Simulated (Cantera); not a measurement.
A closed system holds: 1 mol Pb, 6.1 mol H₂, at 698.15 K and 16.5 Torr.

These are equilibrium values from Cantera (NASA tables, ideal gas, pure condensed phases), not measurements of a reactor. Candidate condensed phases: Pb; 4 gas species. The numbers say what is thermodynamically allowed, not how fast it happens.

Base state: H₂ 1.00 (mole fractions); condensed: Pb(l).

What changes in the equilibrium state with this change: 0.029 mol O₂ added?


| species | before | after |
|---|---|---|
| H₂ | 1.00 | 0.990 |
| H₂O | 0 | 0.00951 |
| Pb(l), mol | 1.00 | 1.00 |
Further candidate phases: H₂O, PbO, PbO₂, Pb₃O₄.
